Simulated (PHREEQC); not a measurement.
**Reverse-osmosis reject (model solution)**

Synthetic water in mmol/kgw, 20 °C, pH 6.29:

```csv
constituent,mmol/kgw
Na,145
K,0.456
Ca,2.27
Mg,12.5
Cl,128
S(6),14.3
Alkalinity (meq/kgw),12
```

Cl is adjusted to close the charge balance.
Valence states are taken as typed.

Model: Pitzer model, pitzer.dat, run in PHREEQC.

This is a speciation only: nothing precipitates in the calculation.

Estimate the specific conductance.

specific conductance 14800 µS/cm.

In which forms is C present?

HCO3- 52 %, CO2 48 % of the C.
